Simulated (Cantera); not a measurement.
## Thermodynamics of aluminium nitride and oxide growth, feed Al + H₂O + N₂

Charge: 1 mol Al, 8 mol H₂O, 190 mol N₂, at 1.33 mbar.

These are equilibrium values from Cantera (NASA tables, ideal gas, pure condensed phases), not measurements of a reactor. Candidate condensed phases: Al, AlN, Al₂O₃, H₂O; 35 gas species. Rates play no part.

| T (K) | x N₂ | x H₂O | x H | x H₂ | x O | x OH | x O₂ | n Al₂O₃(s) |
|---|---|---|---|---|---|---|---|---|
| 1200 | 0.960 | 0.0328 | 4.70e-7 | 0.00758 | 1.04e-12 | 1.63e-8 | 2.27e-12 | 0.500 |
| 1300 | 0.960 | 0.0328 | 2.64e-6 | 0.00757 | 4.99e-11 | 1.49e-7 | 1.06e-10 | 0.500 |
| 1400 | 0.960 | 0.0328 | 1.16e-5 | 0.00757 | 1.39e-9 | 9.99e-7 | 2.88e-9 | 0.500 |
| 1500 | 0.960 | 0.0328 | 4.19e-5 | 0.00756 | 2.50e-8 | 5.20e-6 | 5.06e-8 | 0.500 |
| 1600 | 0.960 | 0.0328 | 0.000129 | 0.00753 | 3.14e-7 | 2.20e-5 | 6.27e-7 | 0.500 |
| 1700 | 0.959 | 0.0327 | 0.000349 | 0.00747 | 2.95e-6 | 7.89e-5 | 5.81e-6 | 0.500 |
| 1800 | 0.959 | 0.0324 | 0.000846 | 0.00744 | 2.14e-5 | 0.000243 | 4.13e-5 | 0.500 |
| 1900 | 0.958 | 0.0314 | 0.00190 | 0.00768 | 0.000119 | 0.000640 | 0.000213 | 0.500 |
| 2000 | 0.955 | 0.0289 | 0.00412 | 0.00857 | 0.000488 | 0.00139 | 0.000710 | 0.500 |
| 2100 | 0.950 | 0.0245 | 0.00855 | 0.0100 | 0.00151 | 0.00248 | 0.00156 | 0.499 |
| 2200 | 0.942 | 0.0183 | 0.0164 | 0.0114 | 0.00372 | 0.00369 | 0.00253 | 0.498 |
x: gas mole fraction; n: condensed amount in mol.

From 1200 K to 2200 K the condensed part is Al₂O₃(s).
